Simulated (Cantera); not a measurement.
An isothermal plug-flow reactor at 1125 K and 760 Torr (inlet), inlet velocity 0.42 m/s, active area per volume 5600 1/m; feed 0.283 % CH₄, 6.60 % O₂, 93.1 % N₂, equivalence ratio 0.086.

Detailed kinetics in Cantera: Deutschmann's 1995 Pt surface mechanism with GRI-Mech 3.0 gas chemistry. Catalytic surfaces can have several steady states; this one follows from the mechanism file's or the stated starting coverage. Mass transfer to the wall is taken as infinitely fast.

x: gas mole fraction; θ: surface coverage.

```json
[
 {"z (m)": "6.6e-05", "x CH₄": "0.00217", "x O₂": "0.0647", "x H₂O": "0.00131", "x CO₂": "0.000653", "x CO": "2.19e-6", "θ free Pt": "0.364", "θ O*": "0.635", "θ OH*": "0.000545"},
 {"z (m)": "0.00011", "x CH₄": "0.00182", "x O₂": "0.0640", "x H₂O": "0.00201", "x CO₂": "0.00100", "x CO": "1.84e-6", "θ free Pt": "0.365", "θ O*": "0.635", "θ OH*": "0.000669"},
 {"z (m)": "0.00018", "x CH₄": "0.00137", "x O₂": "0.0631", "x H₂O": "0.00291", "x CO₂": "0.00145", "x CO": "1.39e-6", "θ free Pt": "0.365", "θ O*": "0.634", "θ OH*": "0.000800"},
 {"z (m)": "0.00031", "x CH₄": "0.000812", "x O₂": "0.0620", "x H₂O": "0.00403", "x CO₂": "0.00201", "x CO": "8.22e-7", "θ free Pt": "0.366", "θ O*": "0.633", "θ OH*": "0.000939"},
 {"z (m)": "0.00051", "x CH₄": "0.000360", "x O₂": "0.0611", "x H₂O": "0.00493", "x CO₂": "0.00246", "x CO": "3.65e-7", "θ free Pt": "0.367", "θ O*": "0.632", "θ OH*": "0.00104"},
 {"z (m)": "0.00085", "x CH₄": "?", "x O₂": "0.0605", "x H₂O": "0.00547", "x CO₂": "0.00273", "x CO": "?", "θ free Pt": "0.367", "θ O*": "0.632", "θ OH*": "0.00109"},
 {"z (m)": "0.0014", "x CH₄": "9.50e-6", "x O₂": "0.0604", "x H₂O": "0.00563", "x CO₂": "0.00281", "x CO": "1.02e-8", "θ free Pt": "0.367", "θ O*": "0.632", "θ OH*": "0.00111"},
 {"z (m)": "0.0024", "x CH₄": "?", "x O₂": "0.0604", "x H₂O": "0.00565", "x CO₂": "0.00282", "x CO": "6.15e-10", "θ free Pt": "0.367", "θ O*": "0.632", "θ OH*": "0.00111"},
 {"z (m)": "0.0039", "x CH₄": "2.37e-9", "x O₂": "0.0604", "x H₂O": "0.00565", "x CO₂": "0.00282", "x CO": "3.69e-10", "θ free Pt": "0.367", "θ O*": "0.632", "θ OH*": "0.00111"},
 {"z (m)": "0.0066", "x CH₄": "6.92e-11", "x O₂": "0.0604", "x H₂O": "0.00565", "x CO₂": "0.00282", "x CO": "2.69e-10", "θ free Pt": "0.367", "θ O*": "0.632", "θ OH*": "0.00111"}
]
```

### Question
Fill in the missing entries.

### Answer

- 0.00085, x CH₄: 8.98e-5
- 0.00085, x CO: 9.17e-8
- 0.0024, x CH₄: 1.69e-7
